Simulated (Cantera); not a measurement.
## Equilibrium for fluorocarbon and chlorocarbon gases: CH3Cl + CH4 + H2

A closed system holds: 1 mol CH3Cl, 0.098 mol CH4, 0.12 mol H2, equilibrated at 7.50 Torr.

Equilibrium computed with Cantera from the NASA thermochemical tables; the gas is ideal and each condensed phase is pure. Candidate condensed phases: C, C6H6, C7H8, C8H18; 91 gas species. The tables' values for CCl are old estimates; treat these amounts as uncertain. Rates play no part.

```csv
T (°C),log p H,log p H2,log p Cl,log p HCl,log p C,log p C3,log p C2,n C(graphite)
2575,-2.34,-2.64,-2.77,-2.91,-4.96,-4.25,-5.25,0.950
2625,-2.30,-2.71,-2.75,-3.00,-4.73,-4.00,-5.00,0.881
2675,-2.27,-2.79,-2.73,-3.09,-4.51,-3.75,-4.75,0.763
2725,-2.25,-2.89,-2.73,-3.20,-4.30,-3.52,-4.51,0.559
2775,-2.24,-2.99,-2.73,-3.32,-4.10,-3.29,-4.28,0.204
2825,-2.22,-3.09,-2.73,-3.43,-3.95,-3.21,-4.14,0
2875,-2.21,-3.19,-2.72,-3.53,-3.83,-3.22,-4.08,0
2925,-2.20,-3.28,-2.72,-3.64,-3.72,-3.24,-4.02,0
2975,-2.19,-3.38,-2.72,-3.74,-3.62,-3.26,-3.96,0
3025,-2.18,-3.48,-2.72,-3.85,-3.52,-3.28,-3.91,0
3075,-2.18,-3.58,-2.72,-3.95,-3.42,-3.31,-3.86,0
3125,-2.17,-3.68,-2.72,-4.05,-3.33,-3.35,-3.82,0
3175,-2.17,-3.79,-2.72,-4.16,-3.25,-3.40,-3.79,0
3225,-2.17,-3.89,-2.72,-4.26,-3.17,-3.45,-3.77,0
```
log p: log10 of the partial pressure in bar; n: condensed amount in mol.

From 2575 °C to 2775 °C the condensed part is C(graphite). From 2825 °C to 3225 °C nothing is condensed. The main C-bearing gas is C2H2 (acetylene) at 2575 °C and C3 at 3225 °C.
